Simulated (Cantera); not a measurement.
**Premixed flame**

A freely propagating, adiabatic, planar premixed flame of 7.81 % CH₄, 1.25 % CO, 16.2 % O₂, 74.7 % N₂, equivalence ratio 1.0, unburnt at 500 K and 173 Torr; mixture-averaged transport, grid criteria slope 0.08 and curve 0.16, no radiation.

Detailed kinetics in Cantera: GRI-Mech 3.0 (53 species, 325 reactions). Burning velocities carry a grid error of a few per cent, more on coarse grids.

```tsv
z (mm)	T (K)	u (m/s)	x CH₄	x CO	x O₂	x H	x HCO	x HCN
-4.57	500	0.993	0.0780	0.0125	0.162	<1e-8	<1e-8	<1e-8
-3.05	501	0.995	0.0779	0.0125	0.162	<1e-8	<1e-8	<1e-8
-2.28	504	1.00	0.0775	0.0125	0.162	3.81e-8	<1e-8	<1e-8
-1.52	538	1.08	0.0753	0.0131	0.159	4.40e-6	<1e-8	1.17e-8
-0.761	850	1.72	0.0571	0.0219	0.137	0.000294	4.26e-7	2.65e-7
-0.381	1224	2.51	0.0325	0.0366	0.102	0.00131	1.28e-5	8.37e-7
0	1581	3.26	0.00813	0.0519	0.0603	0.00445	5.82e-5	1.83e-6
0.381	1721	3.55	0.000676	0.0503	0.0353	0.00851	1.79e-5	1.60e-6
0.761	1753	3.61	2.99e-5	0.0419	0.0263	0.0108	1.11e-6	6.95e-7
1.52	1783	3.65	9.57e-8	0.0322	0.0215	0.0118	3.06e-8	1.07e-7
3.05	1820	3.71	<1e-8	0.0268	0.0193	0.0111	2.01e-8	<1e-8
6.09	1869	3.80	<1e-8	0.0250	0.0176	0.00893	1.48e-8	<1e-8
12.2	1931	3.91	<1e-8	0.0231	0.0156	0.00632	<1e-8	<1e-8
```
x: mole fraction of selected species; z is measured from the peak of heat release.

- laminar burning velocity = 99.2 cm/s
- thermal thickness = 1.52 mm
- peak x(H) = 0.0119
- peak x(HCO) = 5.84e-5
- peak x(HCN) = 1.98e-6
- grid points = 150
